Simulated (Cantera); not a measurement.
A closed system holds: 1 mol Fe₂O₃, 5.2 mol HCl, 4.9 mol N₂, at 16.0 mbar.

Cantera equilibrium calculation (NASA polynomials, part measured and part estimated; ideal gas, pure solids and liquids). Candidate condensed phases: Fe, FeCl₂, FeCl₃, FeO, Fe(OH)₂, Fe(OH)₃, Fe₂O₃, Fe₃O₄, H₂O, NH₄Cl; 37 gas species. Condensed phases not in the tables: FeOCl. Equilibrium is a limit: real reactors are often held back by kinetics, nucleation or transport.

Question: What share of the Fe ends up in condensed phases as a function of T (°C), at 427, 527, 627, 727, 827, 927, 1027, 1127, 1227, 1327, 1427, 1527?

Answer: 
| T (°C) | Fe condensed (%) | as |
|---|---|---|
| 427 | 98.7 | Fe₂O₃(s) |
| 527 | 97.9 | Fe₂O₃(s) |
| 627 | 96.7 | Fe₂O₃(s) |
| 727 | 95.1 | Fe₂O₃(s) |
| 827 | 92.7 | Fe₂O₃(s) |
| 927 | 88.3 | Fe₂O₃(s) |
| 1027 | 80.3 | Fe₂O₃(s) |
| 1127 | 71.5 | Fe₃O₄(s) |
| 1227 | 61.4 | Fe₃O₄(s) |
| 1327 | 51.5 | Fe₃O₄(s) |
| 1427 | 42.3 | Fe₃O₄(s) |
| 1527 | 34.2 | Fe₃O₄(s) |
